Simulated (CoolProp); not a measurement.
Vapour-liquid equilibrium of methanol (1) + ethanol (2) at 61.35 °C; x and y are mole fractions of (1).

The numbers come from the multi-fluid Helmholtz-energy mixture model, de Reuck 1993 and Schroeder 2014; pair parameters Bell 2016 in CoolProp.

```tsv
x	bubble pressure (kPa)	y at the bubble point	dew pressure at overall composition x (kPa)	liquid density (mol/L)
0.05	51.71	0.087	50.81	16.61
0.2	57.58	0.305	54.63	17.45
0.35	63.19	0.482	58.93	18.36
0.5	68.84	0.632	63.83	19.37
0.65	74.69	0.764	69.56	20.46
0.8	80.83	0.877	76.53	21.66
0.95	87.27	0.972	85.63	22.98
```

No azeotrope shows between x = 0.05 and 0.95.

Pair parameters are fitted to limited data, so mixtures are less certain than the pure fluids.
